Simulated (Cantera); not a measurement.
Feed: 1 mol CH₃SiCl₃, 0.089 mol C₃H₈, 1100 mol H₂, equilibrated at 1750 K and 97.0 mbar.

Cantera equilibrium calculation (NASA polynomials, part measured and part estimated; ideal gas, pure solids and liquids). Candidate condensed phases: C, C₆H₆, C₇H₈, C₈H₁₈, Si, SiC; 109 gas species. The feed counts by its element totals alone. Equilibrium is a limit: real reactors are often held back by kinetics, nucleation or transport.

Base state: H₂ 0.996, HCl 0.00272, H 0.000745, C₂H₂ (acetylene) 8.34e-5, CH₄ 7.50e-5 (mole fractions); condensed: SiC(s).

Question: What changes in the equilibrium state with this change: H₂ from 1100 to 16 mol?

Answer: 
| species | before | after |
|---|---|---|
| H₂ | 0.996 | 0.846 |
| HCl | 0.00272 | 0.151 |
| SiCl₂ | 5.48e-7 | 0.00171 |
| SiCl₃ | <1e-9 | 5.54e-5 |
| Cl | 1.57e-6 | 9.47e-5 |
| CH₄ | 7.50e-5 | 6.34e-5 |
| C₂H₂ (acetylene) | 8.34e-5 | 9.72e-5 |
| SiC(s), mol | 0.998 | 0.966 |
| C(graphite), mol | 0 | 0.296 |
The tables' values for SiCl₃ are old estimates; treat these amounts as uncertain.

Question: What changes in the equilibrium state with this change: CH₃SiCl₃ replaced by (CH₃)₂SiCl₂?

Answer: 
| species | before | after |
|---|---|---|
| H₂ | 0.996 | 0.997 |
| HCl | 0.00272 | 0.00181 |
| H | 0.000745 | 0.000746 |
| C₂H₂ (acetylene) | 8.34e-5 | 0.000115 |
| CH₄ | 7.50e-5 | 8.81e-5 |
| SiC(s), mol | 0.998 | 0.999 |
| C(graphite), mol | 0 | 0.915 |
